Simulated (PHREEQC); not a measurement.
Model water analysis in mmol/kgw, 85 °C, pH 6.73, pe 2.1: Na 330; K 3.43; Ca 0.57; Mg 77.5; Cl 497; S(6) 9.36; Alkalinity (meq/kgw) 0.0633; Sr 0.54.

Cl is adjusted to close the charge balance.
Valence states are taken as typed.

Equilibrium calculation in PHREEQC: ion-association model, phreeqc.dat.

No solid was allowed to form.

### Question
Order these C species by the share of C that they hold, largest first: HCO3-, NaHCO3, CO2, NaCO3-, MgHCO3+.

### Answer
HCO3- (58 %), MgHCO3+ (22 %), CO2 (14 %), NaHCO3 (3.2 %), NaCO3- (1.1 %)

The pH is 6.73 and the ionic strength 0.554 mol/kgw. Away from 25 °C the constants follow the database's enthalpies or fits; those with neither stay at their 25 °C values.
